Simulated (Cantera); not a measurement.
Charge: 1 mol SiH2Cl2, 62 mol N2, 20 mol H2, held at 13300 Pa.

Equilibrium computed with Cantera from the NASA thermochemical tables; the gas is ideal and each condensed phase is pure. Candidate condensed phases: NH4Cl, Si, Si3N4; 28 gas species. N2 is the only nitrogen source here; it is nearly inert below about 1500 K, so the nitride shown seldom forms there in practice. Gases not in the tables: Si2H6 and higher silanes. Rates play no part.

Q: What share of the Si ends up in condensed phases as a function of T (°C), at 777, 877, 977, 1077, 1177, 1277, 1377, 1477, 1577, 1677?

A: 
| T (°C) | Si condensed (%) | as |
|---|---|---|
| 777 | 100.0 | Si3N4(s) |
| 877 | 100.0 | Si3N4(s) |
| 977 | 100.0 | Si3N4(s) |
| 1077 | 100.0 | Si3N4(s) |
| 1177 | 99.8 | Si3N4(s) |
| 1277 | 99.2 | Si3N4(s) |
| 1377 | 97.5 | Si3N4(s) |
| 1477 | 93.3 | Si3N4(s) |
| 1577 | 85.3 | Si3N4(s) |
| 1677 | 72.1 | Si3N4(s) |
